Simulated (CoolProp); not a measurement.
Model: reference Helmholtz-energy equation of state, Bücker 2006, in CoolProp.

Question: For isobutane, give the phase and the cv (kJ/(kg K)), speed of sound (m/s), viscosity (µPa s) at 355.4 K and 1100 kPa; 447.9 K and 28.8 kPa.

Answer: 
- 355.4 K and 1100 kPa: gas; cv 1.87, speed of sound 195, viscosity 9.19
- 447.9 K and 28.8 kPa: gas; cv 2.21, speed of sound 261, viscosity 11.0

Viscosity comes from a separate model (Vogel 2000).
